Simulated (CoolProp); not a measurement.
Values from CoolProp's reference Helmholtz-energy equation of state, Thol 2016.

**Question.** For hexamethyldisiloxane (MM), give the phase and the Joule-Thomson coefficient (K/MPa), fugacity coefficient at 490.5 K and 3.22 MPa; 490.5 K and 4.29 MPa.

**Answer.** 
- 490.5 K and 3.22 MPa: liquid; Joule-Thomson coefficient 0.610, fugacity coefficient 0.325
- 490.5 K and 4.29 MPa: liquid; Joule-Thomson coefficient 0.399, fugacity coefficient 0.265
